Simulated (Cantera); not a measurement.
An isothermal, constant-pressure homogeneous reactor starts with CH4 : H2O : H2 = 1 : 0.8 : 0.21 (molar parts), at 1650 K and 308 Torr.

Detailed kinetics in Cantera: GRI-Mech 3.0 (53 species, 325 reactions).

### Question
Predict: x(CH4) at 5.00 s; x(H2O) at 5.00 s; x(H2) at 5.00 s; x(CH2CO) at 5.00 s.

### Answer
| Property | Value |
|---|---|
| x(CH4) at 5.00 s | 0.0163 (gas-phase equilibrium 0.00783) |
| x(H2O) at 5.00 s | 0.0608 (gas-phase equilibrium 1.66e-6) |
| x(H2) at 5.00 s | 0.708 (gas-phase equilibrium 0.758) |
| x(CH2CO) at 5.00 s | 4.49e-6 (gas-phase equilibrium 1.23e-7) |
